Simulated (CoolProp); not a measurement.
Properties of n-nonane along the isotherm 600 K.

Model: reference Helmholtz-energy equation of state, Lemmon 2006, in CoolProp. It is a short technical equation, of lower accuracy than the large ones.

```
p (bar)  phase  density (kg/m³)  cp (kJ/(kg K))  viscosity (µPa s)
-------  -----  ---------------  --------------  -----------------
0.815      gas            2.121           2.863               10.7
1.63       gas            4.296           2.871               10.7
2.44       gas            6.515           2.880               10.7
3.26       gas            8.823               ?               10.7
4.07       gas                ?           2.900               10.7
4.89       gas                ?           2.911               10.8
5.7        gas            16.11           2.923               10.8
6.52       gas            18.72           2.936               10.8
7.33       gas            21.39               ?               10.8
8.15       gas            24.19           2.965               10.9
8.96       gas            27.06           2.981               10.9
9.78       gas            30.10           3.000               10.9
10.6       gas                ?           3.021               11.0
11.4       gas            36.50           3.043               11.1
```

Question: Complete the blanks.

Answer: 
- 3.26, cp (kJ/(kg K)): 2.890
- 4.07, density (kg/m³): 11.17
- 4.89, density (kg/m³): 13.62
- 7.33, cp (kJ/(kg K)): 2.949
- 10.6, density (kg/m³): 33.27

Viscosity comes from a separate model (Huber 2004).
